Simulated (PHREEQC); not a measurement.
0.012 g of hydrous ferric oxide (600 m²/g; 0.2 weak and 0.005 strong sites per Fe, Dzombak-Morel constants, diffuse double layer) in 1 kg of water with 0.01 mol/kgw of an inert sodium salt and 1.4e-07 mol/kgw H3BO3 and 7.3e-07 mol/kgw NaH2PO4, at 25 °C; the pH is set by adding NaOH or the inert anion's acid. Oxygen alone is held at its pressure in air (log pO2 = -0.68). The system is closed to CO2. Nothing may precipitate in this run.

Model: ion-association model, wateq4f.dat, run in PHREEQC.

```csv
pH,B sorbed (%),P sorbed (%),surface charge σ (C/m²),surface potential ψ (mV)
3,0.0,100.0,0.311,201
3.5,0.0,100.0,0.263,195
4,0.0,100.0,0.207,…
4.5,0.0,100.0,0.153,167
5.5,0.0,100.0,0.072,129
6,0.0,99.9,0.046,106
6.5,0.0,99.8,0.028,82
7,0.0,99.4,0.015,56
7.5,0.0,97.0,0.007,29
8,0.0,82.7,0.000,2
8.5,0.0,40.5,-0.006,-23
9.5,0.0,1.2,…,-75
10,0.0,…,-0.040,-100
10.5,0.0,0.0,-0.064,-123
11,0.0,0.0,-0.099,-143
```

Task: What belongs in the gaps?

Result: 
- 4, surface potential ψ (mV): 183
- 9.5, surface charge σ (C/m²): -0.024
- 10, P sorbed (%): 0.2

H3PO4, which wateq4f.dat lacks, is added to it with the constant of phreeqc.dat. The oxide is taken as insoluble; below pH 4 it would dissolve.
